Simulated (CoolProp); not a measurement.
Properties of sulfur hexafluoride along the isotherm 357.7 K (Tc = 318.7 K, pc = 3.755 MPa, ω = 0.210).

Model: reference Helmholtz-energy equation of state, Guder 2009, in CoolProp.

```tsv
p (MPa)	phase	Z	isothermal compressibility (1/MPa)
0.0594	gas	0.9964	16.90
0.106	gas	0.9936	9.495
0.188	gas	0.9886	5.381
0.334	gas	0.9796	3.057
0.594	gas	0.9634	1.749
1.06	gas	0.9336	1.013
1.88	gas	0.8785	0.6110
3.34	gas	0.7701	0.4026
5.94	supercritical	0.5440	0.3215
10.6	supercritical	0.4850	0.04953
18.8	supercritical	0.7027	0.01361
```
